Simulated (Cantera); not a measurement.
Charge: 1 mol CH4, a varied amount of O2, held at 3023.15 K and 0.00950 bar.

Cantera equilibrium calculation (NASA polynomials, part measured and part estimated; ideal gas, pure solids and liquids). Candidate condensed phases: C, C6H6, C7H8, C8H18, H2O; 110 gas species. Kinetics and transport are ignored.

log p: log10 of the partial pressure in bar; n: condensed amount in mol.

```csv
n(O2) (mol),log p H,log p CO,log p O,log p H2,log p OH,log p C3,log p O2,log p H2O,log p C2H2 (acetylene),n C(graphite)
0.0079,-2.15,-4.37,-11.67,-2.76,-12.07,-3.40,<-14,-12.21,-3.94,0.318
0.012,-2.15,-4.19,-11.49,-2.77,-11.89,-3.40,<-14,-12.03,-3.94,0.309
0.019,-2.16,-3.99,-11.29,-2.77,-11.69,-3.40,<-14,-11.83,-3.95,0.293
0.029,-2.16,-3.81,-11.11,-2.77,-11.51,-3.40,<-14,-11.66,-3.95,___
0.044,-2.16,-3.64,-10.93,-2.78,-11.34,-3.40,<-14,-11.49,-3.96,___
0.067,-2.17,-3.46,-10.76,-2.79,-11.17,-3.40,<-14,-11.32,-3.97,___
0.1,-2.17,-3.29,-10.59,-2.80,-11.01,-3.40,<-14,-11.17,-3.98,___
0.16,-2.18,-3.10,-10.40,-2.82,-10.82,-3.42,<-14,-10.99,-4.02,0
0.25,-2.19,-2.93,-10.16,-2.84,-10.60,-3.58,<-14,-10.78,-4.15,0
0.38,-2.21,-2.77,-9.88,-2.87,-10.33,-3.97,<-14,-10.52,-4.43,0
0.58,-2.23,-2.68,-3.68,-2.92,-4.16,<-14,-5.54,-4.37,<-14,0
0.89,-2.28,-2.72,-3.03,-3.02,-3.56,<-14,-4.24,-3.83,<-14,0
1.4,-2.35,-2.79,-2.74,-3.17,-3.34,<-14,-3.65,-3.68,<-14,0
```

**Question.** What belongs in the gaps?

**Answer.** 
- 0.029, n C(graphite): 0.269
- 0.044, n C(graphite): 0.235
- 0.067, n C(graphite): 0.181
- 0.1, n C(graphite): 0.105
